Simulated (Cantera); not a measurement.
Cantera with NASA thermochemical tables; ideal gases at 1 bar, condensed phases pure. Values are per mole of reaction as written; species without (g) are pure solids or liquids, kept so even where they would boil at 1 bar.

Li₂O + H₂(g) = 2 Li + H₂O(g), with ΔH° = 356.9 kJ and ΔS° = 78.5 J/K at 300 K.

Problem. How far is the shortcut ΔG° ≈ ΔH°(300 K) − T·ΔS°(300 K) from the full temperature-dependent value at 1275, 1375, 1475, 1575, 1675, 1775, 1875, 1975, 2075 K?

Solution. 
```csv
T (K),shortcut (kJ),full (kJ),difference (kJ),difference in log10 K,condensed phases
1275,256.8,251.1,5.7,-0.23,"Li₂O(s), Li(l)"
1375,249.0,243.4,5.6,-0.21,"Li₂O(s), Li(l)"
1475,241.2,235.8,5.3,-0.19,"Li₂O(s), Li(l)"
1575,233.3,228.4,4.9,-0.16,"Li₂O(s), Li(l)"
1675,225.5,221.2,4.3,-0.13,"Li₂O(s), Li(l)"
1775,217.6,214.0,3.6,-0.11,"Li₂O(s), Li(l)"
1875,209.8,208.0,1.7,-0.05,"Li₂O(l), Li(l)"
1975,201.9,204.3,-2.4,0.06,"Li₂O(l), Li(l)"
2075,194.1,200.7,-6.6,0.17,"Li₂O(l), Li(l)"
```
The shortcut ignores heat capacities and the phase changes listed.
